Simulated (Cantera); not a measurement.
An isothermal, constant-pressure homogeneous reactor starts with C₂H₄ : H₂ = 1 : 47 (molar parts), at 1773 K and 34000 Pa.

Cantera simulation using GRI-Mech 3.0 (53 species, 325 reactions); the numbers are that mechanism's predictions, not measurements. GRI-Mech 3.0 was tuned for natural gas; its chemistry of ethylene as a main component is partial and can be far from experiment. GRI-Mech 3.0 stops at C3 and has no aromatics, soot or wall deposition, so with more carbon than oxygen in the feed, carbon stays in small species such as C2H2 where larger ones or solid carbon would form.

x: mole fraction; the columns are a selection and need not sum to one.

```csv
t (s),x C₂H₄,x H₂,x CH₄,x H,x C₂H,x CH₂
0.000600,0.0155,0.979,8.33e-6,4.70e-5,1.96e-9,1.24e-9
0.00110,(withheld),0.979,(withheld),(withheld),(withheld),(withheld)
0.00203,0.00503,0.979,4.91e-5,0.000114,1.40e-8,9.99e-10
0.00372,0.000974,0.979,7.06e-5,0.000167,2.58e-8,3.27e-10
0.00684,0.000202,0.979,7.99e-5,0.000275,4.41e-8,2.37e-10
0.0126,0.000190,0.979,9.58e-5,0.000408,6.55e-8,5.05e-10
0.0231,0.000188,0.979,0.000136,0.000482,7.73e-8,8.91e-10
0.0424,0.000187,0.979,0.000217,0.000494,7.90e-8,1.39e-9
0.0780,0.000186,0.979,0.000366,0.000493,7.86e-8,2.22e-9
0.143,0.000185,0.979,0.000633,0.000492,7.79e-8,3.70e-9
0.263,0.000183,0.979,(withheld),0.000490,7.68e-8,(withheld)
0.484,0.000180,0.978,0.00180,0.000488,7.52e-8,1.01e-8
0.889,0.000177,0.978,0.00261,0.000487,7.35e-8,1.44e-8
1.63,0.000175,0.977,0.00308,0.000486,7.25e-8,1.69e-8
3.00,0.000174,0.977,0.00317,0.000486,7.24e-8,1.74e-8
```

Problem. Fill in the missing entries.

Solution. 
- 0.00110, x C₂H₄: 0.0110
- 0.00110, x CH₄: 2.36e-5
- 0.00110, x H: 7.80e-5
- 0.00110, x C₂H: 5.99e-9
- 0.00110, x CH₂: 1.47e-9
- 0.263, x CH₄: 0.00109
- 0.263, x CH₂: 6.23e-9
